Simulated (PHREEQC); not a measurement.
**Acid mine or pickling water (model solution)**

Model water analysis in mmol/kgw, 5 °C, pH 4.11, pe 8.6: Na 85.2; K 2.1; Ca 5.78; Mg 1.34; Cl 36.1; S(6) 32.5; O(0) (counted as O atoms) 0.0244.

Valence states are taken as typed.

All values are PHREEQC results (ion-association model, wateq4f.dat), not measurements.

* **ionic strength**: 0.124 mol/kgw
* **total alkalinity**: -0.158 meq/kg
* **charge-balance error**: 0.3 %

| species | molality | activity | log γ |
|---|---|---|---|
| Na+ | 0.0818 | 0.0635 | -0.110 |
| Cl- | 0.0361 | 0.0272 | -0.122 |
| SO4-2 | 0.0265 | 0.00944 | -0.447 |
| Ca+2 | 0.00369 | 0.00139 | -0.422 |
| NaSO4- | 0.00336 | 0.00262 | -0.107 |
| CaSO4 | 0.00209 | 0.00215 | 0.012 |
| K+ | 0.00201 | 0.00152 | -0.122 |
| Mg+2 | 0.000899 | 0.000356 | -0.402 |
| MgSO4 | 0.000441 | 0.000454 | 0.012 |
| H+ | 9.45e-5 | 7.76e-5 | -0.086 |
| KSO4- | 8.87e-5 | 6.93e-5 | -0.107 |

This is a speciation only: nothing precipitates in the calculation. Away from 25 °C the constants follow the database's enthalpies or fits; those with neither stay at their 25 °C values.
